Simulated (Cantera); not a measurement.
A perfectly stirred reactor is fed with 5.62 % CH4, 4.33 % C2H6, 1.07 % C3H8, 18.7 % O2, 70.3 % N2, equivalence ratio 1.7, at 101000 Pa; it is adiabatic with a 650 K inlet, and is followed from long to short residence time, starting on the burning branch (τ in s: 0.26, 0.086, 0.028, 0.0091, 0.003, 0.00096, 0.00031, 0.0001, 3.3e-05, 1.1e-05, 3.5e-06).

Detailed kinetics in Cantera: GRI-Mech 3.0 (53 species, 325 reactions).

### Question
Predict: blow-out, bracketed by the residence times tried; x(CH4) at τ = 0.260 s; x(C2H6) at τ = 0.260 s; x(C3H8) at τ = 0.260 s; x(CH3) at τ = 0.260 s; x(HO2) at τ = 0.260 s; x(CH4) at τ = 0.960 ms; x(C2H6) at τ = 0.960 ms; x(C3H8) at τ = 0.960 ms; x(CH3) at τ = 0.960 ms; x(HO2) at τ = 0.960 ms.

### Answer
| Quantity | Value |
|---|---|
| blow-out, bracketed by the residence times tried | burning at 0.310 ms, out at 0.100 ms |
| x(CH4) at τ = 0.260 s | 0.000278 |
| x(C2H6) at τ = 0.260 s | 2.40e-7 |
| x(C3H8) at τ = 0.260 s | 4.12e-8 |
| x(CH3) at τ = 0.260 s | 5.33e-5 |
| x(HO2) at τ = 0.260 s | 7.25e-9 |
| x(CH4) at τ = 0.960 ms | 0.00297 |
| x(C2H6) at τ = 0.960 ms | 5.27e-5 |
| x(C3H8) at τ = 0.960 ms | 7.17e-6 |
| x(CH3) at τ = 0.960 ms | 0.00147 |
| x(HO2) at τ = 0.960 ms | 1.43e-6 |
